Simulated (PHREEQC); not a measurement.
Phosphoric acid bath

Dissolve 0.078 mol/kgw H3PO4 and 0.0024 mol/kgw HCl at 25 °C. Closed to the air; pH follows from the charge balance.

Equilibrium calculation in PHREEQC: ion-association model, wateq4f.dat.

This is a speciation only: nothing precipitates in the calculation.

### Question
Predict the pH, ionic strength.

### Answer
pH 1.68; ionic strength 0.0237 mol/kgw.

### Question
In which forms is P present?

### Answer
H3PO4 73 %, H2PO4- 27 % of the P.

H3PO4, which wateq4f.dat lacks, is added to it with the constant of phreeqc.dat.
